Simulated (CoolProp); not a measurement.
A single-stage vapour-compression cycle with chloromethane (R40): evaporating at 280.15 K (dew point), condensing at 317.15 K (bubble point), superheat 2 K, subcooling 8 K, compressor efficiency 0.65, no pressure losses. Each further row changes one setting.

Computed with CoolProp (reference Helmholtz-energy equation of state, Thol 2014).

```json
[
 {"case": "as stated", "cooling COP": "4.43", "pressure ratio": "2.94", "discharge temperature (K)": "378.3", "refrigerating effect (kJ/kg)": "350", "volumetric capacity (kJ/m³)": "2680"},
 {"case": "evaporating temperature 285.15 K", "cooling COP": "5.30", "pressure ratio": "2.49", "discharge temperature (K)": "368.6", "refrigerating effect (kJ/kg)": "___", "volumetric capacity (kJ/m³)": "___"},
 {"case": "condensing temperature 312.15 K", "cooling COP": "___", "pressure ratio": "2.58", "discharge temperature (K)": "___", "refrigerating effect (kJ/kg)": "358", "volumetric capacity (kJ/m³)": "2740"},
 {"case": "subcooling 13 K", "cooling COP": "___", "pressure ratio": "2.94", "discharge temperature (K)": "378.3", "refrigerating effect (kJ/kg)": "358", "volumetric capacity (kJ/m³)": "2740"},
 {"case": "superheat 12 K", "cooling COP": "4.35", "pressure ratio": "2.94", "discharge temperature (K)": "390.9", "refrigerating effect (kJ/kg)": "359", "volumetric capacity (kJ/m³)": "2630"},
 {"case": "compressor efficiency 0.55", "cooling COP": "3.75", "pressure ratio": "2.94", "discharge temperature (K)": "392.1", "refrigerating effect (kJ/kg)": "350", "volumetric capacity (kJ/m³)": "2680"}
]
```

What belongs in the gaps?


- evaporating temperature 285.15 K, refrigerating effect (kJ/kg): 352
- evaporating temperature 285.15 K, volumetric capacity (kJ/m³): 3150
- condensing temperature 312.15 K, cooling COP: 5.22
- condensing temperature 312.15 K, discharge temperature (K): 366.3
- subcooling 13 K, cooling COP: 4.54
